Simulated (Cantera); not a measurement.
Silicon carbide growth: (CH3)2SiCl2 + C2H4 + H2

A closed system holds: 1 mol (CH3)2SiCl2, 1.4 mol C2H4, 900 mol H2, equilibrated at 0.130 bar.

These are equilibrium values from Cantera (NASA tables, ideal gas, pure condensed phases), not measurements of a reactor. Candidate condensed phases: C, C6H6, C7H8, C8H18, Si, SiC; 109 gas species. The feed counts by its element totals alone. Gases not in the tables: Si2H6 and higher silanes. The numbers say what is thermodynamically allowed, not how fast it happens.

```csv
T (°C),log p H2,log p H,log p HCl,log p C2H2 (acetylene),log p CH4,n C(graphite),n SiC(s)
977,-0.89,-6.76,-3.54,-7.49,-3.73,2.51,1.000
1127,-0.89,-5.76,-3.54,-6.49,-4.14,3.29,1.000
1277,-0.89,-4.95,-3.54,-5.68,-4.47,3.53,1.000
1427,-0.89,-4.28,-3.54,-5.02,-4.74,3.54,0.999
1577,-0.89,-3.71,-3.54,-4.47,-4.96,3.25,0.996
1727,-0.89,-3.23,-3.55,-4.00,-5.15,2.38,0.971
1877,-0.89,-2.82,-3.55,-3.61,-5.32,0.459,0.782
```
log p: log10 of the partial pressure in bar; n: condensed amount in mol.

From 977 °C to 1877 °C the condensed part is C(graphite) + SiC(s). The main Si-bearing gas is SiCl2 at 977 °C and Si at 1877 °C.
